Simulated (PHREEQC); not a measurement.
A PHREEQC speciation (ion-association model, wateq4f.dat) at 25 °C gives pH 2.23 and these molalities:

```tsv
species	mol/kgw
Na+	0.368
SO4-2	0.134
NaSO4-	0.0518
H2AsO4-	0.0316
H3AsO4	0.0244
HSO4-	0.0238
H+	0.00780
HAsO4-2	9.28e-7
```

### Question
What are the element totals, and what could have been dissolved in 1 kg of water to give them?

### Answer
Several could match; the one computed here: totals As(5) 0.0560, Na 0.420, S(6) 0.210 mol/kgw, from 0.056 mol H3AsO4, 3.8e-05 mol H2SO4 and 0.21 mol Na2SO4 per kg of water.

This is a speciation only: nothing precipitates in the calculation.
